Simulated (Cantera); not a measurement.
Cantera run:

```python
import numpy as np
import cantera as ct

gas_names = """
    CL CL2 H HCL H2 N NH NH2 NH3 N2 N2H2 N2H4 Si SiCL SiCL2 SiCL3 SiCL4 SiH SiHCL3 SiH2 SiH2CL2 SiH3
    SiH3CL SiH4 SiN Si2 Si2N Si3
""".split()
cond_names = """
    NH4CL(a) NH4CL(b) Si(cr) Si(L) Si3N4(a)
""".split()


# ... load() reads the species with a 1 bar reference pressure and builds the phases ...
atoms = {
    'SiH4': {'Si': 1, 'H': 4},
    'N2': {'N': 2},
    'HCl': {'H': 1, 'CL': 1},
}
top_T = {'Si3N4(a)': 2400}  # K; cautious upper limits of use, not melting points


# ... equilibrate(T, P, feed) seeds the gas with the atoms and calls Mixture.equilibrate('TP', solver="vcs", rtol=1e-11, max_steps=5000) ...
results = []
T = 1550  # K
P = 19000  # Pa
for m in [0.16, 0.21, 0.29, 0.39, 0.52, 0.7, 0.95]:
    feed = {'SiH4': 1, 'N2': 6.2, 'HCl': m}  # mol
    mix = equilibrate(T, P, feed)
    results.append((T, P, feed, dict(zip(mix.species_names, mix.species_moles))))

top = {s: max(r[3][s] / sum(r[3][g] for g in gas_names) for r in results) for s in gas_names}
cols = sorted((s for s in top if top[s] > 1e-06), key=lambda s: -top[s])[:8]
seen = [c for c in cond_names if any(r[3].get(c, 0) > 1e-12 for r in results)]
print("log10 of partial pressures in bar; condensed amounts in mol")
print(f"{'n(HCl)':>10s}" + "".join(f"{s[:9]:>10s}" for s in cols + seen))
for T, P, feed, n in results:
    ng = sum(n[g] for g in gas_names)
    print(f"{feed['HCl']:10.4g}" + "".join(f"{np.log10(max(n[s] / ng * P / 1e5, 1e-99)):10.3f}" for s in cols)
          + "".join(f"{n.get(c, 0):10.4g}" for c in seen))
```

Output:

```
log10 of partial pressures in bar; condensed amounts in mol
    n(HCl)        N2        H2       HCL     SiCL2     SiCL3     SiCL4    SiHCL3         H  Si3N4(a)
      0.16    -0.864    -1.306    -2.406    -5.013    -6.504    -7.551    -7.362    -5.155    0.3332
      0.21    -0.867    -1.309    -2.291    -4.780    -6.155    -7.085    -7.013    -5.156    0.3331
      0.29    -0.872    -1.313    -2.157    -4.503    -5.742    -6.536    -6.603    -5.158    0.3329
      0.39    -0.877    -1.319    -2.035    -4.252    -5.367    -6.036    -6.230    -5.161    0.3325
      0.52    -0.884    -1.325    -1.920    -4.010    -5.006    -5.557    -5.873    -5.164    0.3318
       0.7    -0.894    -1.334    -1.805    -3.764    -4.640    -5.071    -5.511    -5.169    0.3303
      0.95    -0.906    -1.345    -1.691    -3.518    -4.275    -4.588    -5.152    -5.174    0.3275
```

Cantera equilibrium calculation (NASA polynomials, part measured and part estimated; ideal gas, pure solids and liquids). The tables' values for SiCl3 are old estimates; treat these amounts as uncertain.
